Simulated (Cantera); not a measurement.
Feed: 1 mol Al(CH3)3, 1.9 mol O2, 710 mol N2, 2 mol NH3, equilibrated at 400 °C and 0.100 bar.

Cantera equilibrium calculation (NASA polynomials, part measured and part estimated; ideal gas, pure solids and liquids). Candidate condensed phases: Al, AlN, Al2O3, C, C6H6, C7H8, C8H18, H2O; 148 gas species. The feed counts by its element totals alone. Rates play no part.

Base state: N2 0.988, H2 0.00936, CO2 0.000810, H2O 0.000793, CO 0.000783, CH4 0.000133 (mole fractions); condensed: Al2O3(s) + C(graphite).

Task: What changes in the equilibrium state with this change: N2 from 710 to 2.6 mol?

Result: 
| species | before | after |
|---|---|---|
| N2 | 0.988 | 0.358 |
| H2 | 0.00936 | 0.304 |
| H2O | 0.000793 | 0.161 |
| CH4 | 0.000133 | 0.141 |
| CO2 | 0.000810 | 0.0316 |
| NH3 | 1.21e-6 | 0.000135 |
| CO | 0.000783 | 0.00489 |
| Al2O3(s), mol | 0.500 | 0.500 |
| C(graphite), mol | 1.76 | 1.22 |
